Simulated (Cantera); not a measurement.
An isothermal, constant-pressure homogeneous reactor starts with 43.5 % CH4, 56.5 % H2O, at 1475 K and 1.00 bar.

Detailed kinetics in Cantera: GRI-Mech 3.0 (53 species, 325 reactions).

Q: Predict: x(CH4) at 20.0 s; x(H2O) at 20.0 s; x(CO2) at 20.0 s; x(H2) at 20.0 s.

A: 
```
Quantity                                           Value
----------------  --------------------------------------
x(CH4) at 20.0 s  0.0821 (gas-phase equilibrium 7.47e-6)
x(H2O) at 20.0 s    0.234 (gas-phase equilibrium 0.0618)
x(CO2) at 20.0 s  0.0194 (gas-phase equilibrium 0.00793)
x(H2) at 20.0 s      0.516 (gas-phase equilibrium 0.706)
```
